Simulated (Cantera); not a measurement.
A closed system holds: 1 mol Fe2O3, 440 mol H2, 6.8 mol H2O, equilibrated at 1098 K and 1.20 bar.

These are equilibrium values from Cantera (NASA tables, ideal gas, pure condensed phases), not measurements of a reactor. Candidate condensed phases: Fe, FeO, Fe(OH)2, Fe(OH)3, Fe2O3, Fe3O4, H2O; 12 gas species. Kinetics and transport are ignored.

Base state: H2 0.978, H2O 0.0219 (mole fractions); condensed: Fe(α).

Task: What changes in the equilibrium state with this change: 1.2 mol NH3 added?

Result: 
```tsv
species	before	after
H2	0.978	0.977
H2O	0.0219	0.0218
N2	0	0.00133
NH3	0	1.36e-5
Fe(α), mol	2.00	2.00
```
